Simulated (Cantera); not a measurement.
A closed system holds: 1 mol Pb, 0.15 mol CO, 0.97 mol N₂, at 850 K and 0.910 bar.

These are equilibrium values from Cantera (NASA tables, ideal gas, pure condensed phases), not measurements of a reactor. Candidate condensed phases: C, Pb, PbO, PbO₂, Pb₃O₄; 27 gas species. Kinetics and transport are ignored.

Base state: N₂ 0.906, CO 0.0484, CO₂ 0.0459 (mole fractions); condensed: C(graphite) + Pb(l).

Task: What changes in the equilibrium state with this change: CO from 0.15 to 0.092 mol?

Result: 
| species | before | after |
|---|---|---|
| N₂ | 0.906 | 0.937 |
| CO | 0.0484 | 0.0365 |
| CO₂ | 0.0459 | 0.0262 |
| C(graphite), mol | 0.0491 | 0.0271 |
| Pb(l), mol | 1.00 | 1.00 |

Task: What changes in the equilibrium state with this change: CO from 0.15 to 0.76 mol?

Result: 
```csv
species,before,after
N₂,0.906,0.681
CO₂,0.0459,0.214
CO,0.0484,0.105
"C(graphite), mol",0.0491,0.306
"Pb(l), mol",1.00,1.00
```
